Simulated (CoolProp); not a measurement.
The fluid at 298.15 K and 0.256 MPa flows at 11 m/s in a round tube of 12.7 mm bore and 15 µm roughness, fully developed (64/Re and Nu = 3.66 if laminar; Colebrook and Gnielinski if turbulent). The same conditions are run with several fluids, on thermodynamics alone (safety and materials aside).

The numbers come from the reference Helmholtz-energy equation of state of each fluid (ammonia: Gao 2020; CH2F2 (R32): Tillner-Roth 1997; R152A: Outcalt 1996; R404A: Lemmon 2003; C3F8 (R218): Lemmon 2006) in CoolProp. Blends and air are pseudo-pure fits.

```tsv
fluid	Reynolds number	Darcy friction factor	pressure drop (Pa/m)	heat-transfer coefficient (W/(m² K))	mass flow (kg/h)
ammonia	25100	0.0272	234	155	9.07
CH2F2 (R32)	58000	0.0241	636	171	27.8
R152A	90600	___	790	266	36.2
R404A	120000	0.0224	___	319	52.8
C3F8 (R218)	235000	___	___	544	103
```

### Question
Complete the blanks.

### Answer

- R152A, Darcy friction factor: 0.0230
- R404A, pressure drop (Pa/m): 1130
- C3F8 (R218), Darcy friction factor: 0.0215
- C3F8 (R218), pressure drop (Pa/m): 2110

Transport values come from each fluid's own correlations; those of CH2F2 (R32), R152A, C3F8 (R218) are estimates that may be off by 10 % or more.
